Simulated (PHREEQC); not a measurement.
## Copper plating or etch bath: an equilibrium model

A solution holds 0.0083 mol/kgw CuCl2, 0.012 mol/kgw HBF4 and 0.00032 mol/kgw Na2SO4, at 25 °C. It is in equilibrium with CO2 at log p = -3.4 (atm). Otherwise closed; pH follows from the charge balance.

Computed with PHREEQC (ion-association model, wateq4f.dat).

```yaml
pH: 2.02
ionic_strength: 0.0360 mol/kgw
total_alkalinity: -48.0 meq/kg
```

| species | molality | activity | log γ |
|---|---|---|---|
| Cl- | 0.0164 | 0.0137 | -0.079 |
| H+ | 0.0110 | 0.00953 | -0.062 |
| BF4- | 0.00979 | 0.00807 | -0.084 |
| Cu+2 | 0.00801 | 0.00419 | -0.282 |
| HF | 0.00602 | 0.00608 | 0.004 |
| H3BO3 | 0.00148 | 0.00150 | 0.004 |

Precipitation was switched off in this run. Complexes and solids missing from the database can't appear. Real BF4- forms and hydrolyses slowly; the run takes it at equilibrium.
